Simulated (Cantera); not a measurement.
Cantera run:

```python
import numpy as np
import cantera as ct

gas_names = """
    CL CL2 H HCL H2 N NH NH2 NH3 N2 N2H2 N2H4 Si SiCL SiCL2 SiCL3 SiCL4 SiH SiHCL3 SiH2 SiH2CL2 SiH3
    SiH3CL SiH4 SiN Si2 Si2N Si3
""".split()
cond_names = """
    NH4CL(a) NH4CL(b) Si(cr) Si(L) Si3N4(a)
""".split()


# ... load() reads the species with a 1 bar reference pressure and builds the phases ...
atoms = {
    'Si3N4': {'Si': 3, 'N': 4},
    'HCl': {'H': 1, 'CL': 1},
    'H2': {'H': 2},
}
top_T = {'Si3N4(a)': 2400}  # K; cautious upper limits of use, not melting points


# ... equilibrate(T, P, feed) seeds the gas with the atoms and calls Mixture.equilibrate('TP', solver="vcs", rtol=1e-11, max_steps=5000) ...
results = []
feed = {'Si3N4': 1, 'HCl': 6.9, 'H2': 36}  # mol
T = 1125  # K
for P in [1, 4.2, 18, 75, 320, 1300, 5600, 24000, 100000]:
    mix = equilibrate(T, P, feed)
    results.append((T, P, feed, dict(zip(mix.species_names, mix.species_moles))))

top = {s: max(r[3][s] / sum(r[3][g] for g in gas_names) for r in results) for s in gas_names}
cols = sorted((s for s in top if top[s] > 0.0001), key=lambda s: -top[s])[:9]
seen = [c for c in cond_names if any(r[3].get(c, 0) > 1e-12 for r in results)]
print("log10 of partial pressures in bar; condensed amounts in mol")
print(f"{'P/Pa':>10s}" + "".join(f"{s[:9]:>10s}" for s in cols + seen))
for T, P, feed, n in results:
    ng = sum(n[g] for g in gas_names)
    print(f"{P:10.4g}" + "".join(f"{np.log10(max(n[s] / ng * P / 1e5, 1e-99)):10.3f}" for s in cols)
          + "".join(f"{n.get(c, 0):10.4g}" for c in seen))
```

It prints:

```
log10 of partial pressures in bar; condensed amounts in mol
      P/Pa        H2       HCL     SiCL2        N2     SiCL4    SiHCL3     SiCL3  Si3N4(a)
         1    -5.074    -5.839    -7.153    -7.310    -9.046   -10.041    -8.645    0.8944
       4.2    -4.452    -5.199    -6.773    -6.895    -8.009    -9.021    -7.936    0.9348
        18    -3.820    -4.559    -6.425    -6.446    -7.013    -8.034    -7.264    0.9573
        75    -3.199    -3.938    -6.148    -5.929    -6.114    -7.135    -6.676    0.9663
       320    -2.569    -3.311    -5.943    -5.301    -5.286    -6.304    -6.160    0.9665
      1300    -1.959    -2.708    -5.794    -4.629    -4.539    -5.551    -5.712    0.9612
      5600    -1.324    -2.081    -5.659    -3.903    -3.787    -4.790    -5.268    0.9522
   2.4e+04    -0.691    -1.459    -5.533    -3.175    -3.049    -4.042    -4.836    0.9403
     1e+05    -0.070    -0.851    -5.413    -2.463    -2.333    -3.313    -4.418    0.9261
```

These are equilibrium values from Cantera (NASA tables, ideal gas, pure condensed phases), not measurements of a reactor. The tables' values for SiCl3 are old estimates; treat these amounts as uncertain.
